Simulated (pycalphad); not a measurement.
Computed with pycalphad from the COST 507 light-alloy database (1999), at 1 atm. The database dates from 1999; later assessments differ in places, in temperatures and in the compounds included. Phase fractions are per mole of atoms. Kinetics are ignored, which matters at the lower temperatures.

**Question.** Give the equilibrium state of Al-0.16Si (at.%) at 500 K.

**Answer.** fcc, fraction 0.999, with 0.01 Si at.%; diamond (Si), fraction 0.001, with >99.99 Si at.%.

**Question.** Give the equilibrium state of Al-0.16Si (at.%) at 925 K.

**Answer.** 
```
T = 925.00 K, P = 101325 Pa, N = 1 mol of atoms
G = -37371 J/mol, H = 18066 J/mol, S = 59.93 J/(mol K)  (SER reference)
chemical potentials (J/mol): Al -37352, Si -49274
phase             fraction      x(Al)      x(Si)
FCC_A1              0.9854     0.9986     0.0014
LIQUID              0.0146     0.9862     0.0138
```

FCC_A1 is fcc.
